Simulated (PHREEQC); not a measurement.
Make-up at 25 °C: 17 mmol/kgw HF. Closed to the air; pH follows from the charge balance.

Equilibrium calculation in PHREEQC: ion-association model, phreeqc.dat.

This is a speciation only: nothing precipitates in the calculation.

Problem. Order these F species by the share of F that they hold, largest first: F-, HF2-, HF.

Solution. HF (80 %), F- (18 %), HF2- (1.9 %)

The pH is 2.51 and the ionic strength 0.00328 mol/kgw.
